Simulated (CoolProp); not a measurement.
Computed with CoolProp (reference Helmholtz-energy equation of state, Lemmon 2006). It is a short technical equation, of lower accuracy than the large ones.

Q: For neopentane, give the phase and the cp (kJ/(kg K)), cv (kJ/(kg K)), speed of sound (m/s) at 112.95 °C and 1.1 bar; 130.05 °C and 1.1 bar.

A: 
- 112.95 °C and 1.1 bar: gas; cp 2.12, cv 1.99, speed of sound 214
- 130.05 °C and 1.1 bar: gas; cp 2.19, cv 2.07, speed of sound 219
